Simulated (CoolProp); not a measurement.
Vapour-liquid equilibrium of propane (1) + R236FA (2) at 6.79 bar; x and y are mole fractions of (1).

Computed with CoolProp (multi-fluid Helmholtz-energy mixture model, Lemmon 2009 and Pan 2012; pair parameters Bell 2016).

```tsv
x	bubble temperature, mixture model (°C)	bubble temperature, Raoult's law (°C)	y, mixture model	y, Raoult's law
0.05	46.1	52.2	___	0.132
0.15	31.9	46.1	0.521	0.347
0.25	23.6	40.5	0.653	0.510
0.35	___	35.5	0.718	0.635
0.45	16.6	31.0	0.755	0.732
0.55	___	26.9	___	0.808
0.65	13.9	23.1	0.806	0.868
0.75	___	19.7	___	0.916
0.85	12.2	16.6	0.877	0.955
0.95	12.0	13.7	0.947	0.987
```

Task: Complete the blanks.

Result: 
- 0.05, y, mixture model: 0.235
- 0.35, bubble temperature, mixture model (°C): 19.2
- 0.55, bubble temperature, mixture model (°C): 15.1
- 0.55, y, mixture model: 0.782
- 0.75, bubble temperature, mixture model (°C): 12.9
- 0.75, y, mixture model: 0.835

The largest gap from Raoult's law is -16.9 K in bubble temperature, at x = 0.25. y crosses x between x = 0.85 and 0.95: the model has an azeotrope there.

Pair parameters are fitted to limited data, so mixtures are less certain than the pure fluids. With so large a gap from Raoult's law the liquid may split in two, which this calculation doesn't test in full.
